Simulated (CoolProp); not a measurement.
A single-stage vapour-compression cycle with the fluid: evaporating at 288.15 K (dew point), condensing at 340.15 K (bubble point), superheat 5 K, subcooling 2 K, compressor efficiency 0.85, no pressure losses. The same conditions are run with several fluids, on thermodynamics alone (safety and materials aside).

Model: reference Helmholtz-energy equation of state of each fluid (neopentane: Lemmon 2006; R236EA: Rui 2013; R134a: Tillner-Roth 1994; n-pentane: Thol 2019; hydrogen sulfide: Lemmon 2006; sulfur dioxide: Gao 2016), in CoolProp.

```json
[
 {"fluid": "neopentane", "cooling COP": "3.53", "pressure ratio": "4.44", "discharge temperature (K)": "340.1", "refrigerating effect (kJ/kg)": "199", "volumetric capacity (kJ/m³)": "763"},
 {"fluid": "R236EA", "cooling COP": "3.48", "pressure ratio": "5.06", "discharge temperature (K)": "340.2", "refrigerating effect (kJ/kg)": "101", "volumetric capacity (kJ/m³)": "950"},
 {"fluid": "R134a", "cooling COP": "3.34", "pressure ratio": "4.05", "discharge temperature (K)": "353.6", "refrigerating effect (kJ/kg)": "116", "volumetric capacity (kJ/m³)": "2690"},
 {"fluid": "n-pentane", "cooling COP": "3.79", "pressure ratio": "5.63", "discharge temperature (K)": "340.2", "refrigerating effect (kJ/kg)": "263", "volumetric capacity (kJ/m³)": "370"},
 {"fluid": "hydrogen sulfide", "cooling COP": "3.37", "pressure ratio": "3.19", "discharge temperature (K)": "406.0", "refrigerating effect (kJ/kg)": "322", "volumetric capacity (kJ/m³)": "8230"},
 {"fluid": "sulfur dioxide", "cooling COP": "3.86", "pressure ratio": "4.76", "discharge temperature (K)": "419.4", "refrigerating effect (kJ/kg)": "299", "volumetric capacity (kJ/m³)": "2290"}
]
```

The compression ends wet for: neopentane; R236EA; n-pentane.
